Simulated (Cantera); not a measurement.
A closed system holds: 1 mol Si2H6, 3.6 mol N2, 0.63 mol Cl2, equilibrated at 1252 °C and 1200 Torr.

Method: chemical equilibrium by Gibbs-energy minimisation in Cantera with the NASA 1993 tables (ideal gas, pure condensed phases). Candidate condensed phases: NH4Cl, Si, Si3N4; 28 gas species. The feed counts by its element totals alone. The tables' values for SiCl3 are old estimates; treat these amounts as uncertain. Kinetics and transport are ignored.

Base state: H2 0.408, N2 0.387, HCl 0.202, SiCl4 0.00175, SiCl2 0.000814, SiCl3 0.000692, SiHCl3 0.000399, NH3 1.49e-5 (mole fractions); condensed: Si3N4(s).

Task: What changes in the equilibrium state with this change: temperature from 1252 °C to 927 °C?

Result: 
```csv
species,before,after
H2,0.408,0.409
N2,0.387,0.387
HCl,0.202,0.200
SiCl4,0.00175,0.00330
SiCl2,0.000814,2.97e-6
H,1.19e-5,9.98e-8
SiCl3,0.000692,3.34e-5
"Si3N4(s), mol",0.659,0.660
```
N2 is the only nitrogen source here; it is nearly inert below about 1500 K, so the nitride shown seldom forms there in practice.

Task: What changes in the equilibrium state with this change: pressure from 1200 Torr to 1.43 Torr?

Result: 
```tsv
species	before	after
H2	0.408	0.427
N2	0.387	0.398
HCl	0.202	0.141
SiCl2	0.000814	0.0330
SiCl	6.95e-9	1.20e-5
NH3	1.49e-5	1.92e-8
SiCl4	0.00175	3.90e-5
SiHCl3	0.000399	1.34e-5
Si3N4(s), mol	0.659	0.599
```
The tables' values for SiCl3, SiCl are old estimates; treat these amounts as uncertain.
